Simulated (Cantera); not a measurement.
Input (Python, Cantera) and output of one run.

```python
import numpy as np
import cantera as ct

gas_names = """
    OH N TaO2 NH3 H2O
""".split()
cond_names = """
    Ta2O5(s) Ta2O5(L) Ta(cr) Ta(L)
""".split()


# ... load() reads the species with a 1 bar reference pressure and builds the phases ...
species = {s.name: s for s in load("nasa_gas.yaml", gas_names) + load("nasa_condensed.yaml", cond_names)}
# Each term lists the table entries of one substance; the one whose range holds T is used.
reactions = {
    '3 OH(g) + N(g) + 6 TaO2(g) = NH3(g) + 3 Ta2O5':
        [(-3, ['OH']), (-1, ['N']), (-6, ['TaO2']), (1, ['NH3']), (3, ['Ta2O5(s)', 'Ta2O5(L)'])],
    'Ta + 4 OH(g) = TaO2(g) + 2 H2O(g)':
        [(-1, ['Ta(cr)', 'Ta(L)']), (-4, ['OH']), (1, ['TaO2']), (2, ['H2O'])],
}


def pick(names, T):
    return next(species[n] for n in names if species[n].thermo.min_temp <= T <= species[n].thermo.max_temp)


results = []
for label, terms in reactions.items():
    print(label)
    print("     T/K   dH/kJ  dS/(J/K)   dG/kJ   log10 K")
    for T in [300, 525, 725, 925, 1125, 1325, 1525, 1725, 1925, 2125, 2325]:
        used = [(nu, pick(names, T)) for nu, names in terms]
        dH = sum(nu * s.thermo.h(T) for nu, s in used) / 1e6
        dS = sum(nu * s.thermo.s(T) for nu, s in used) / 1e3
        dG = dH - T * dS / 1e3
        logK = -dG * 1e6 / (ct.gas_constant * T * np.log(10))
        results.append((label, T, dH, dS, dG, logK, [s.name for _, s in used]))
        print(f"{T:8g} {dH:8.1f} {dS:8.1f} {dG:8.1f} {logK:8.2f}")
```

Output:

```
3 OH(g) + N(g) + 6 TaO2(g) = NH3(g) + 3 Ta2O5
     T/K   dH/kJ  dS/(J/K)   dG/kJ   log10 K
     300  -5569.5  -1763.4  -5040.5   877.61
     525  -5550.0  -1715.9  -4649.2   462.56
     725  -5526.3  -1677.8  -4309.9   310.51
     925  -5498.1  -1643.5  -3977.8   224.62
    1125  -5466.5  -1612.7  -3652.2   169.57
    1325  -5432.7  -1585.0  -3332.5   131.37
    1525  -5397.1  -1560.0  -3018.0   103.37
    1725  -5360.1  -1537.2  -2708.4    82.01
    1925  -5321.9  -1516.3  -2403.0    65.20
    2125  -4913.7  -1317.7  -2113.6    51.95
    2325  -4848.3  -1288.3  -1853.1    41.63
Ta + 4 OH(g) = TaO2(g) + 2 H2O(g)
     T/K   dH/kJ  dS/(J/K)   dG/kJ   log10 K
     300   -841.9   -118.7   -806.3   140.39
     525   -848.1   -134.4   -777.6    77.36
     725   -852.0   -140.7   -750.0    54.03
     925   -855.0   -144.3   -721.4    40.74
    1125   -857.4   -146.7   -692.3    32.14
    1325   -859.6   -148.5   -662.8    26.13
    1525   -861.6   -149.9   -632.9    21.68
    1725   -863.4   -151.1   -602.8    18.25
    1925   -865.2   -152.0   -572.5    15.53
    2125   -867.0   -152.9   -542.0    13.32
    2325   -868.8   -153.8   -511.3    11.49
```

Source: NASA polynomial tables (part measured, part estimated), evaluated in Cantera. Condensed species are held in their standard states even where they would react or evaporate.
